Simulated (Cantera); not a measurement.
An isothermal, constant-pressure homogeneous reactor starts with NO : N₂ = 1 : 0.38 (molar parts), at 2100 K and 750 Torr.

Cantera simulation using GRI-Mech 3.0 (53 species, 325 reactions); the numbers are that mechanism's predictions, not measurements.

Question: Predict: x(NO) at 3.00 s; x(O₂) at 3.00 s; x(O) at 3.00 s; x(N₂O) at 3.00 s; x(NO₂) at 3.00 s; x(N₂) at 3.00 s.

Answer: 
- x(NO) at 3.00 s: 0.0124 (gas-phase equilibrium 0.0116)
- x(O₂) at 3.00 s: 0.356 (gas-phase equilibrium 0.356)
- x(O) at 3.00 s: 0.000834 (gas-phase equilibrium 0.000834)
- x(N₂O) at 3.00 s: 5.90e-7 (gas-phase equilibrium 5.82e-7)
- x(NO₂) at 3.00 s: 2.38e-5 (gas-phase equilibrium 2.23e-5)
- x(N₂) at 3.00 s: 0.631 (gas-phase equilibrium 0.632)
